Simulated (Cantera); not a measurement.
An isothermal plug-flow reactor at 825 K and 52000 Pa (inlet), inlet velocity 0.068 m/s, active area per volume 1300 1/m; feed CH₄ : O₂ : N₂ = 0.003 : 0.039 : 0.79 (molar parts).

Detailed kinetics in Cantera: Deutschmann's 1995 Pt surface mechanism with GRI-Mech 3.0 gas chemistry. Catalytic surfaces can have several steady states; this one follows from the mechanism file's or the stated starting coverage. Mass transfer to the wall is taken as infinitely fast.

### Question
Predict: x(CH₄) at z = 0.037 m; x(O₂) at z = 0.037 m; x(H₂O) at z = 0.037 m; x(CO₂) at z = 0.037 m; θ(free Pt) at the exit; θ(O*) at the exit; θ(OH*) at the exit.

### Answer
```
Property                  Value
----------------------  -------
x(CH₄) at z = 0.037 m   4.05e-6
x(O₂) at z = 0.037 m     0.0397
x(H₂O) at z = 0.037 m   0.00720
x(CO₂) at z = 0.037 m   0.00360
θ(free Pt) at the exit   0.0878
θ(O*) at the exit         0.911
θ(OH*) at the exit      0.00162
```
